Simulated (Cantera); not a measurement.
An adiabatic, constant-volume homogeneous reactor starts with H₂ : O₂ : N₂ = 1 : 0.455 : 1.71 (molar parts), at 1723 K and 4.93 atm. Integrator tolerance rtol = 1e-08.

Cantera simulation using GRI-Mech 3.0 (53 species, 325 reactions); the numbers are that mechanism's predictions, not measurements. The hydrogen kinetics of GRI-Mech 3.0 are dated; newer H2 mechanisms differ, most at raised pressure. Above 3000 K some thermodynamic fits are extrapolated.

Q: What does this change do: H2 1 to 0.78 parts?

A: 
```
quantity                                                            before                                    after
---------------------------------  ---------------------------------------  ---------------------------------------
time of steepest temperature rise                                  1.41 µs                                  1.43 µs
temperature at 0.200 s                                              3228 K                                   3161 K
equilibrium temperature                                             3228 K                                   3161 K
x(H₂) at 0.200 s                     0.0752 (gas-phase equilibrium 0.0752)    0.0379 (gas-phase equilibrium 0.0379)
x(O₂) at 0.200 s                     0.0102 (gas-phase equilibrium 0.0102)    0.0241 (gas-phase equilibrium 0.0241)
x(H) at 0.200 s                      0.0287 (gas-phase equilibrium 0.0287)    0.0172 (gas-phase equilibrium 0.0172)
x(H₂O) at 0.200 s                      0.241 (gas-phase equilibrium 0.241)      0.226 (gas-phase equilibrium 0.226)
x(O) at 0.200 s                    0.00815 (gas-phase equilibrium 0.00815)    0.0103 (gas-phase equilibrium 0.0103)
x(NO) at 0.200 s                     0.0118 (gas-phase equilibrium 0.0118)    0.0175 (gas-phase equilibrium 0.0175)
x(NO₂) at 0.200 s                  3.77e-6 (gas-phase equilibrium 3.77e-6)  8.86e-6 (gas-phase equilibrium 8.86e-6)
```
